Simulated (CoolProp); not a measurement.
The fluid at 298.15 K and 0.483 MPa flows at 0.29 m/s in a round tube of 1 mm bore and 45 µm roughness, fully developed (64/Re and Nu = 3.66 if laminar; Colebrook and Gnielinski if turbulent). The same conditions are run with several fluids, on thermodynamics alone (safety and materials aside).

Computed with CoolProp (reference Helmholtz-energy equation of state of each fluid (R152A: Outcalt 1996; carbon dioxide: Span 1996; R13: Platzer 1990; ammonia: Gao 2020; propylene: Lemmon 2013)). The equations of Platzer and Polt are older, rougher fits.

```json
[
 {"fluid": "R152A", "Reynolds number": "375", "Darcy friction factor": "0.171", "pressure drop (Pa/m)": "104", "heat-transfer coefficient (W/(m² K))": "53.6", "mass flow (kg/h)": "0.0119"},
 {"fluid": "carbon dioxide", "Reynolds number": "170", "Darcy friction factor": "0.375", "pressure drop (Pa/m)": "139", "heat-transfer coefficient (W/(m² K))": "61.7", "mass flow (kg/h)": "0.00721"},
 {"fluid": "R13", "Reynolds number": "429", "Darcy friction factor": "0.149", "pressure drop (Pa/m)": "134", "heat-transfer coefficient (W/(m² K))": "45.8", "mass flow (kg/h)": "0.0175"},
 {"fluid": "ammonia", "Reynolds number": "102", "Darcy friction factor": "0.629", "pressure drop (Pa/m)": "92.7", "heat-transfer coefficient (W/(m² K))": "93.0", "mass flow (kg/h)": "0.00287"},
 {"fluid": "propylene", "Reynolds number": "299", "Darcy friction factor": "0.214", "pressure drop (Pa/m)": "79.6", "heat-transfer coefficient (W/(m² K))": "63.6", "mass flow (kg/h)": "0.00725"}
]
```

Transport values come from each fluid's own correlations; those of R152A, R13, propylene are estimates that may be off by 10 % or more.
